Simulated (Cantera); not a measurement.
Input (Python, Cantera) and output of one run.

```python
import numpy as np
import cantera as ct

gas_names = """
    CL CL2 H HCL H2 N NH NH2 NH3 N2 N2H2 N2H4 Si SiCL SiCL2 SiCL3 SiCL4 SiH SiHCL3 SiH2 SiH2CL2 SiH3
    SiH3CL SiH4 SiN Si2 Si2N Si3
""".split()
cond_names = """
    NH4CL(a) NH4CL(b) Si(cr) Si(L) Si3N4(a)
""".split()


def load(file, names, dense=False):
    # The tables refer to 1 bar. Condensed volumes are neglected.
    table = {s.name: s for s in ct.Species.list_from_file(file)}
    out = []
    for n in names:
        d = dict(table[n].input_data)
        d["thermo"] = dict(d["thermo"], **{"reference-pressure": 1e5})
        if dense:
            d["equation-of-state"] = {"model": "constant-volume", "density": "1e6 g/cm^3"}
        out.append(ct.Species.from_dict(d))
    return out


gas = ct.Solution(thermo="ideal-gas", species=load("nasa_gas.yaml", gas_names))
cond = {s.name: ct.Solution(thermo="fixed-stoichiometry", species=[s], name=s.name)
        for s in load("nasa_condensed.yaml", cond_names, dense=True)}
atoms = {
    'SiH2Cl2': {'Si': 1, 'H': 2, 'CL': 2},
    'N2': {'N': 2},
}
top_T = {'Si3N4(a)': 2400}  # K; cautious upper limits of use, not melting points


def equilibrate(T, P, feed):
    n = {}
    for name, mol in feed.items():
        for a, k in atoms[name].items():
            n[a] = n.get(a, 0.0) + k * mol
    gas.TPX = T, P, n
    mass = sum(n.values()) * gas.mean_molecular_weight
    gas.equilibrate("TP")
    valid = [c for c in cond.values() if c.min_temp <= T <= top_T.get(c.name, c.max_temp)]
    mix = ct.Mixture([(gas, mass / gas.mean_molecular_weight)] + [(c, 0.0) for c in valid])
    mix.T, mix.P = T, P
    mix.equilibrate("TP", solver="vcs", rtol=1e-11, max_steps=5000)
    return mix


results = []
feed = {'SiH2Cl2': 1, 'N2': 45}  # mol
T = 1448  # K
for P in [100, 350, 1300, 4500, 16000, 56000, 200000]:
    mix = equilibrate(T, P, feed)
    results.append((T, P, feed, dict(zip(mix.species_names, mix.species_moles))))

top = {s: max(r[3][s] / sum(r[3][g] for g in gas_names) for r in results) for s in gas_names}
cols = sorted((s for s in top if top[s] > 1e-05), key=lambda s: -top[s])[:9]
seen = [c for c in cond_names if any(r[3].get(c, 0) > 1e-12 for r in results)]
print("log10 of partial pressures in bar; condensed amounts in mol")
print(f"{'P/Pa':>10s}" + "".join(f"{s[:9]:>10s}" for s in cols + seen))
for T, P, feed, n in results:
    ng = sum(n[g] for g in gas_names)
    print(f"{P:10.4g}" + "".join(f"{np.log10(max(n[s] / ng * P / 1e5, 1e-99)):10.3f}" for s in cols)
          + "".join(f"{n.get(c, 0):10.4g}" for c in seen))
```

Output:

```
log10 of partial pressures in bar; condensed amounts in mol
      P/Pa        N2       HCL        H2     SiCL2     SiCL4     SiCL3        CL    SiHCL3         H  Si3N4(a)
       100    -3.019    -4.652    -4.988    -5.006    -7.663    -6.617    -7.283    -9.066    -7.529    0.1758
       350    -2.475    -4.035    -4.537    -4.586    -6.460    -5.806    -6.891    -8.030    -7.304    0.2097
      1300    -1.905    -3.414    -4.061    -4.200    -5.308    -5.037    -6.508    -7.022    -7.066    0.2411
      4500    -1.365    -2.850    -3.579    -3.913    -4.375    -4.427    -6.185    -6.172    -6.825    0.2637
   1.6e+04    -0.814    -2.293    -3.044    -3.701    -3.584    -3.925    -5.895    -5.402    -6.557    0.2771
   5.6e+04    -0.270    -1.754    -2.486    -3.543    -2.905    -3.506    -5.635    -4.705    -6.278     0.282
     2e+05     0.283    -1.212    -1.905    -3.408    -2.267    -3.120    -5.383    -4.028    -5.988     0.282
```

Method: chemical equilibrium by Gibbs-energy minimisation in Cantera with the NASA 1993 tables (ideal gas, pure condensed phases). N2 is the only nitrogen source here; it is nearly inert below about 1500 K, so the nitride shown seldom forms there in practice. The tables' values for SiCl3 are old estimates; treat these amounts as uncertain.
